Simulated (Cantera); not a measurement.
# N2O furnace oxynitridation

An isothermal, constant-pressure homogeneous reactor starts with N2O = 1.8 (molar parts), at 1425 K and 101000 Pa.

Model: GRI-Mech 3.0 (53 species, 325 reactions), integrated in Cantera. GRI-Mech 3.0 was tuned for natural gas; its chemistry of N2O as a main component is partial and can be far from experiment. The temperature is held fixed by assumption; the heat of reaction is taken as removed at once.

```csv
t (s),x N2O,x NO2,x N2,x O,x NO
2.00e-5,0.999,5.65e-9,0.000355,3.18e-5,7.57e-5
7.63e-5,0.998,1.03e-7,0.00142,3.19e-5,0.000326
0.000291,0.991,1.45e-6,0.00548,3.19e-5,0.00127
0.00111,0.965,1.59e-5,0.0206,3.17e-5,0.00479
0.00424,0.877,0.000102,0.0736,3.10e-5,0.0170
0.0162,0.627,0.000361,0.223,2.83e-5,0.0504
0.0618,0.230,0.000728,0.465,1.91e-5,0.0970
0.236,0.0191,0.000841,0.599,3.68e-6,0.110
0.900,1.65e-5,0.000858,0.612,7.35e-7,0.109
3.43,3.71e-6,0.000856,0.612,7.33e-7,0.109
13.1,3.66e-6,0.000851,0.613,7.34e-7,0.108
50.0,3.46e-6,0.000830,0.614,7.36e-7,0.105
```
x: mole fraction; the columns are a selection and need not sum to one.

Equilibrium at this temperature and pressure: N2O 5.63e-8, NO2 8.33e-6, N2 0.666, O 8.00e-7, NO 0.000968 (gas phase only).
